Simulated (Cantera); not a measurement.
A Cantera script and what it prints.

```python
import numpy as np
import cantera as ct

gas_names = """
    F F2 H HF H2 H2F2 H3F3 H4F4 H5F5 H6F6 H7F7 Si SiF SiF2 SiF3 SiF4 SiH SiHF3 SiH2 SiH2F2 SiH3 SiH3F
    SiH4 Si2 Si3
""".split()
cond_names = """
    Si(cr) Si(L)
""".split()


# ... load() reads the species with a 1 bar reference pressure and builds the phases ...
atoms = {
    'Si': {'Si': 1},
    'HF': {'H': 1, 'F': 1},
}
top_T = {}  # K; cautious upper limits of use, not melting points


# ... equilibrate(T, P, feed) seeds the gas with the atoms and calls Mixture.equilibrate('TP', solver="vcs", rtol=1e-11, max_steps=5000) ...
results = []
feed = {'Si': 1, 'HF': 13}  # mol
T = 650  # K
P = 17000  # Pa
mix = equilibrate(T, P, feed)
results.append((T, P, feed, dict(zip(mix.species_names, mix.species_moles))))
x = sorted(zip(gas.X, gas.species_names), reverse=True)
print(f"T = {T:g} K  P = {P:g} Pa  gas = {mix.phase_moles(0):.4g} mol")
print("   x: " + "  ".join(f"{s} {v:.3e}" for v, s in x if v > 1e-05))
print("   condensed (mol): " + ("  ".join(f"{mix.phase(i).name} {mix.phase_moles(i):.4g}"
      for i in range(1, mix.n_phases) if mix.phase_moles(i) > 1e-12) or "none"))
```

Output:

```
T = 650 K  P = 17000 Pa  gas = 12 mol
   x: HF 7.500e-01  H2 1.667e-01  SiF4 8.334e-02  H2F2 2.556e-05
   condensed (mol): none
```

Equilibrium computed with Cantera from the NASA thermochemical tables; the gas is ideal and each condensed phase is pure.
